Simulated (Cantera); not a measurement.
Input (Python, Cantera) and output of one run.

```python
import numpy as np
import cantera as ct

gas_names = """
    H H2 N NH NH2 NH3 N2 N2H2 N2H4 Si SiH SiH2 SiH3 SiH4 SiN Si2 Si2N Si3
""".split()
cond_names = """
    Si(cr) Si(L) Si3N4(a)
""".split()


# ... load() reads the species with a 1 bar reference pressure and builds the phases ...
atoms = {
    'SiH4': {'Si': 1, 'H': 4},
    'N2': {'N': 2},
}
top_T = {'Si3N4(a)': 2400}  # K; cautious upper limits of use, not melting points


# ... equilibrate(T, P, feed) seeds the gas with the atoms and calls Mixture.equilibrate('TP', solver="vcs", rtol=1e-11, max_steps=5000) ...
results = []
feed = {'SiH4': 1, 'N2': 0.21}  # mol
T = 1573.15  # K
P = 34000  # Pa
mix = equilibrate(T, P, feed)
results.append((T, P, feed, dict(zip(mix.species_names, mix.species_moles))))
x = sorted(zip(gas.X, gas.species_names), reverse=True)
print(f"T = {T:g} K  P = {P:g} Pa  gas = {mix.phase_moles(0):.4g} mol")
print("   x: " + "  ".join(f"{s} {v:.3e}" for v, s in x if v > 1e-06))
print("   condensed (mol): " + ("  ".join(f"{mix.phase(i).name} {mix.phase_moles(i):.4g}"
      for i in range(1, mix.n_phases) if mix.phase_moles(i) > 1e-12) or "none"))
```

Result:

```
T = 1573.15 K  P = 34000 Pa  gas = 2.001 mol
   x: H2 9.994e-01  N2 5.492e-04  H 6.982e-05  SiH2 3.674e-06
   condensed (mol): Si(cr) 0.6866  Si3N4(a) 0.1045
```

Equilibrium computed with Cantera from the NASA thermochemical tables; the gas is ideal and each condensed phase is pure. Mutual solubility and eutectic melting of coexisting phases are not modelled.
